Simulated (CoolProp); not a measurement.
A single-stage vapour-compression cycle with fluoroethane (R161): evaporating at 224.15 K (dew point), condensing at 267.15 K (bubble point), superheat 10 K, subcooling 0 K, compressor efficiency 0.7, no pressure losses. Each further row changes one setting.

Values from CoolProp's reference Helmholtz-energy equation of state, Wu 2012.

```json
[
 {"case": "as stated", "cooling COP": "3.07", "pressure ratio": "6.14", "discharge temperature (K)": "336.2", "refrigerating effect (kJ/kg)": "361", "volumetric capacity (kJ/m³)": "528"},
 {"case": "evaporating temperature 229.15 K", "cooling COP": "3.62", "pressure ratio": "4.78", "discharge temperature (K)": "(withheld)", "refrigerating effect (kJ/kg)": "366", "volumetric capacity (kJ/m³)": "(withheld)"},
 {"case": "condensing temperature 262.15 K", "cooling COP": "3.54", "pressure ratio": "5.15", "discharge temperature (K)": "326.1", "refrigerating effect (kJ/kg)": "372", "volumetric capacity (kJ/m³)": "543"},
 {"case": "subcooling 5 K", "cooling COP": "(withheld)", "pressure ratio": "6.14", "discharge temperature (K)": "336.2", "refrigerating effect (kJ/kg)": "372", "volumetric capacity (kJ/m³)": "543"},
 {"case": "superheat 20 K", "cooling COP": "3.03", "pressure ratio": "6.14", "discharge temperature (K)": "347.3", "refrigerating effect (kJ/kg)": "372", "volumetric capacity (kJ/m³)": "520"},
 {"case": "compressor efficiency 0.6", "cooling COP": "(withheld)", "pressure ratio": "6.14", "discharge temperature (K)": "350.0", "refrigerating effect (kJ/kg)": "361", "volumetric capacity (kJ/m³)": "528"}
]
```

**Question.** Some entries are withheld; supply them.

**Answer.** 
- evaporating temperature 229.15 K, discharge temperature (K): 327.6
- evaporating temperature 229.15 K, volumetric capacity (kJ/m³): 676
- subcooling 5 K, cooling COP: 3.15
- compressor efficiency 0.6, cooling COP: 2.63
